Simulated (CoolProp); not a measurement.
C3F8 (R218) along the isotherm 102.95 °C: density (kg/m³) from the reference equation and from simpler models built on Tc = 71.9 °C, pc = 2.640 MPa, ω = 0.317; each cubic takes its own stable root.

The numbers come from the reference Helmholtz-energy equation of state, Lemmon 2006 in CoolProp. It is a short technical equation, of lower accuracy than the large ones.

| p (MPa) | phase | reference |
|---|---|---|
| 1.43 | gas | 100.7 |
| 2.86 | supercritical | 259.3 |
| 4.29 | supercritical | 574.9 |
| 5.71 | supercritical | 838.9 |
| 7.14 | supercritical | 950.9 |
| 8.57 | supercritical | 1017 |
| 10 | supercritical | 1065 |
| 11.4 | supercritical | 1101 |
| 12.9 | supercritical | 1133 |
| 14.3 | supercritical | 1159 |
| 15.7 | supercritical | 1181 |
| 17.1 | supercritical | 1201 |
| 18.6 | supercritical | 1220 |
| 20 | supercritical | 1237 |

Q: How far does each simpler model (ideal gas, Peng-Robinson) lie from the reference over these 14 states: mean and median of the absolute difference, and the worst?

A: 
- ideal gas: mean 32.2 %, median 32.6 %, worst -59.1 % at 102.95 °C and 5.71 MPa
- Peng-Robinson: mean 4.6 %, median 4.3 %, worst +8.9 % at 102.95 °C and 20 MPa
